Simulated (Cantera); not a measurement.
Source: NASA polynomial tables (part measured, part estimated), evaluated in Cantera. Values are per mole of reaction as written; species without (g) are pure solids or liquids, kept so even where they would boil at 1 bar. VN: taken at fixed stoichiometry.

4 N2O(g) + 3 VO2(g) = 5 NO2(g) + 3 VN

| T (K) | ΔH° (kJ) | ΔS° (J/K) | ΔG° (kJ) | log10 K |
|---|---|---|---|---|
| 300 | (withheld) | (withheld) | (withheld) | (withheld) |
| 1075 | (withheld) | (withheld) | (withheld) | (withheld) |
| 1100 | -86.1 | -329.6 | 276.5 | -13.13 |
| 1125 | -85.1 | -328.7 | 284.7 | -13.22 |
| 1150 | (withheld) | (withheld) | (withheld) | (withheld) |
| 1175 | (withheld) | (withheld) | (withheld) | (withheld) |
| 1200 | -81.9 | -326.0 | 309.3 | -13.46 |

Fill in the missing entries.


- 300, ΔH° (kJ): -109.0
- 300, ΔS° (J/K): -363.1
- 300, ΔG° (kJ): 0.0
- 300, log10 K: 0.01
- 1075, ΔH° (kJ): -87.1
- 1075, ΔS° (J/K): -330.6
- 1075, ΔG° (kJ): 268.3
- 1075, log10 K: -13.03
- 1150, ΔH° (kJ): -84.0
- 1150, ΔS° (J/K): -327.8
- 1150, ΔG° (kJ): 292.9
- 1150, log10 K: -13.31
- 1175, ΔH° (kJ): -83.0
- 1175, ΔS° (J/K): -326.9
- 1175, ΔG° (kJ): 301.1
- 1175, log10 K: -13.39
